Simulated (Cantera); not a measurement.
Feed: 1 mol Cu₂O, 2600 mol H₂, held at 1677 °C and 1.50 mbar.

Method: chemical equilibrium by Gibbs-energy minimisation in Cantera with the NASA 1993 tables (ideal gas, pure condensed phases). Candidate condensed phases: Cu, CuO, Cu(OH)₂, Cu₂O, H₂O; 12 gas species. Kinetics and transport are ignored.

Base state: H₂ 0.970, H 0.0291, Cu 0.000757, H₂O 0.000378 (mole fractions); condensed: gas only.

**Question.** What changes in the equilibrium state with this change: H₂ from 2600 to 1.6 mol?

**Answer.** 
| species | before | after |
|---|---|---|
| Cu | 0.000757 | 0.551 |
| H₂O | 0.000378 | 0.274 |
| H₂ | 0.970 | 0.161 |
| H | 0.0291 | 0.0119 |
| Cu₂ | 1.12e-9 | 0.000591 |
| O₂ | <1e-9 | 7.41e-5 |
